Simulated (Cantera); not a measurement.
Standard-state values (1 bar) from the NASA 1993 polynomials, evaluated with Cantera. Values are per mole of reaction as written; species without (g) are pure solids or liquids, kept so even where they would boil at 1 bar.

2 H2(g) + S2(g) → 2 H2S(g), with ΔH° = -169.4 kJ and ΔS° = -78.3 J/K at 300 K.

Question: How far is the shortcut ΔG° ≈ ΔH°(300 K) − T·ΔS°(300 K) from the full temperature-dependent value at 350, 375, 400, 425, 450, 475, 500, 525, 550 K?

Answer: 
| T (K) | shortcut (kJ) | full (kJ) | difference (kJ) | difference in log10 K |
|---|---|---|---|---|
| 350 | -142.1 | -142.0 | -0.1 | 0.01 |
| 375 | -140.1 | -139.9 | -0.2 | 0.03 |
| 400 | -138.1 | -137.8 | -0.3 | 0.04 |
| 425 | -136.2 | -135.7 | -0.5 | 0.06 |
| 450 | -134.2 | -133.5 | -0.7 | 0.08 |
| 475 | -132.3 | -131.3 | -0.9 | 0.10 |
| 500 | -130.3 | -129.1 | -1.2 | 0.13 |
| 525 | -128.4 | -126.9 | -1.5 | 0.15 |
| 550 | -126.4 | -124.6 | -1.8 | 0.17 |
The shortcut ignores the heat-capacity change of the reaction.
